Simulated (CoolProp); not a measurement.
The numbers come from the reference Helmholtz-energy equation of state, Lemmon 2006 in CoolProp. It is a short technical equation, of lower accuracy than the large ones.

Q: Give the vapour pressure (MPa), liquid density (kg/m³), enthalpy of vaporisation (kJ/kg), liquid cp (kJ/(kg K)) of saturated carbonyl sulfide at 303.2, 315.3, 343.5 K.

A: 
```csv
T (K),p (MPa),liquid density (kg/m³),enthalpy of vaporisation (kJ/kg),liquid cp (kJ/(kg K))
303.2,1.45,975,239,1.39
315.3,1.92,937,224,1.47
343.5,3.41,829,178,1.82
```
